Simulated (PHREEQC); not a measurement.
Synthetic water in mg/kgw, 25 °C, pH 3.23, pe 8.8:

| constituent | mg/kgw |
|---|---|
| Na | 1710 |
| K | 0.408 |
| Ca | 13.9 |
| Mg | 259 |
| Cl | 528 |
| S(6) as SO4 | 4020 |
| Fe(3) | 65.3 |
| O(0) (dissolved oxygen) | 8.32 |

Valence states are taken as typed.

Model: ion-association model, wateq4f.dat, run in PHREEQC.

Each row changes one thing in this solution. No solid was allowed to form.

```
case                                             ionic strength (mol/kgw)  Na+ (mol/kgw)  SO4-2 (mol/kgw)  Mg+2 (mol/kgw)  HSO4- (mol/kgw)  Ca+2 (mol/kgw)  SI of Fe(OH)3(a) (Fe(OH)3)  SI of Gypsum (CaSO4:2H2O)
-----------------------------------------------  ------------------------  -------------  ---------------  --------------  ---------------  --------------  --------------------------  -------------------------
as made                                                             0.119         0.0706           0.0308         0.00544         0.000809        0.000194                       -0.51                      -1.53
all concentrations times 4 at the same typed pH                     0.427          0.267            0.104          0.0176          0.00192             [?]                       -0.33                      -0.82
S(6) from 4020 to 2010 mg/kgw                                      0.0889         0.0724           0.0140         0.00700         0.000395        0.000243                         [?]                      -1.70
O(0) from 8.32 to 25 mg/kgw                                         0.119         0.0706           0.0308         0.00544         0.000809        0.000194                       -0.51                      -1.53
```

Q: Complete the blanks.

A: 
- all concentrations times 4 at the same typed pH, Ca+2 (mol/kgw): 0.000660
- S(6) from 4020 to 2010 mg/kgw, SI of Fe(OH)3(a) (Fe(OH)3): -0.25

Some of these states are supersaturated (in Jarosite-K, Jarosite-Na, for instance).
